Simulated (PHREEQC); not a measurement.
0.05 g of hydrous ferric oxide (600 m²/g; 0.2 weak and 0.005 strong sites per Fe, Dzombak-Morel constants, diffuse double layer) in 1 kg of water with 0.005 mol/kgw of an inert sodium salt and 1.1e-06 mol MnCl2, at 25 °C; the pH is set by adding NaOH or the inert anion's acid. The system is closed to oxygen. CO2 from the air is kept out. Precipitation was switched off in this run.

Base run: PHREEQC, ion-association model, wateq4f.dat. Each further column changes one thing. The table gives surface charge σ (C/m²).

| pH | base | background salt from 0.005 to 0.0005 mol/kgw | oxide from 0.05 to 0.25 g/kgw |
|---|---|---|---|
| 3 | 0.302 | 0.239 | 0.304 |
| 3.75 | 0.212 | 0.122 | 0.213 |
| 4.5 | 0.131 | 0.062 | 0.132 |
| 5.25 | 0.074 | 0.030 | 0.074 |
| 6 | 0.038 | 0.014 | 0.038 |
| 6.75 | 0.017 | 0.006 | 0.017 |
| 7.5 | 0.006 | 0.002 | 0.006 |
| 8.25 | -0.001 | 0.000 | -0.001 |
| 9 | -0.009 | -0.003 | -0.009 |

The oxide is taken as insoluble; below pH 4 it would dissolve.
